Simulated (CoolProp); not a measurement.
Saturation properties of n-perfluorohexane.

Model: reference Helmholtz-energy equation of state, Gao 2022, in CoolProp.

```json
[
 {"T (°C)": "-59.85", "p (MPa)": "9.641e-5", "vapour density (kg/m³)": "0.01838"},
 {"T (°C)": "-44.65", "p (MPa)": "0.0004009", "vapour density (kg/m³)": "0.07139"},
 {"T (°C)": "-29.45", "p (MPa)": "0.001339", "vapour density (kg/m³)": "0.2239"},
 {"T (°C)": "-14.25", "p (MPa)": "0.003752", "vapour density (kg/m³)": "0.5921"},
 {"T (°C)": "0.95", "p (MPa)": "0.009107", "vapour density (kg/m³)": "1.365"},
 {"T (°C)": "16.15", "p (MPa)": "0.01966", "vapour density (kg/m³)": "2.815"},
 {"T (°C)": "31.35", "p (MPa)": "0.03855", "vapour density (kg/m³)": "5.309"},
 {"T (°C)": "46.55", "p (MPa)": "0.06979", "vapour density (kg/m³)": "9.316"},
 {"T (°C)": "61.65", "p (MPa)": "0.1178", "vapour density (kg/m³)": "15.38"},
 {"T (°C)": "76.85", "p (MPa)": "0.1888", "vapour density (kg/m³)": "24.34"},
 {"T (°C)": "92.05", "p (MPa)": "0.2889", "vapour density (kg/m³)": "37.19"},
 {"T (°C)": "107.25", "p (MPa)": "0.4250", "vapour density (kg/m³)": "55.42"}
]
```

It boils at 57.1 °C under 1 atm.
